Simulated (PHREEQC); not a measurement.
Consider water at 26 °C with 0.0014 mol/kgw NaH2PO4, 0.00083 mol/kgw Na2B4O7 and 0.12 mol/kgw NaCl. Closed to the air; pH follows from the charge balance.

Equilibrium calculation in PHREEQC: ion-association model, phreeqc.dat.

```yaml
pH: 8.14
ionic_strength: 0.124 mol/kgw
specific_conductance: 12900 µS/cm
density: 1.002 g/cm³
total_alkalinity: 1.66 meq/kg
```

```json
[
 {"species": "Na+", "molality": "0.123", "activity": "0.0950", "log γ": "-0.112"},
 {"species": "Cl-", "molality": "0.120", "activity": "0.0901", "log γ": "-0.125"},
 {"species": "H3BO3", "molality": "0.00300", "activity": "0.00308", "log γ": "0.012"},
 {"species": "HPO4-2", "molality": "0.00123", "activity": "0.000431", "log γ": "-0.456"},
 {"species": "H2BO3-", "molality": "0.000323", "activity": "0.000248", "log γ": "-0.114"},
 {"species": "NaHPO4-", "molality": "0.000103", "activity": "7.98e-5", "log γ": "-0.111"},
 {"species": "H2PO4-", "molality": "6.49e-5", "activity": "5.03e-5", "log γ": "-0.111"},
 {"species": "OH-", "molality": "2.00e-6", "activity": "1.49e-6", "log γ": "-0.128"},
 {"species": "PO4-3", "molality": "3.48e-7", "activity": "2.72e-8", "log γ": "-1.107"},
 {"species": "H+", "molality": "8.93e-9", "activity": "7.29e-9", "log γ": "-0.088"}
]
```

This is a speciation only: nothing precipitates in the calculation.
